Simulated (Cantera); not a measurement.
Mixture: CO : H₂ : O₂ : N₂ : CO₂ = 1 : 1.4 : 1.2 : 4.51 : 0.36 (molar parts), equivalence ratio 1.0, at 7500 Torr, adiabatic and at constant volume. Ignition delay is the time to a rise of 400 K.

Cantera simulation using GRI-Mech 3.0 (53 species, 325 reactions); the numbers are that mechanism's predictions, not measurements. The hydrogen kinetics of GRI-Mech 3.0 are dated; newer H2 mechanisms differ, most at raised pressure. Where the delays flatten at high temperature, the 400 K rule measures the pace of heat release, not the induction time.

**Question.** Predict: delay at 1075 K; delay at 1225 K; delay at 1375 K; delay at 1525 K; delay at 1675 K.

**Answer.** 
```
Item                Value
---------------  --------
delay at 1075 K  0.792 ms
delay at 1225 K   18.8 µs
delay at 1375 K   3.21 µs
delay at 1525 K   1.62 µs
delay at 1675 K   1.06 µs
```
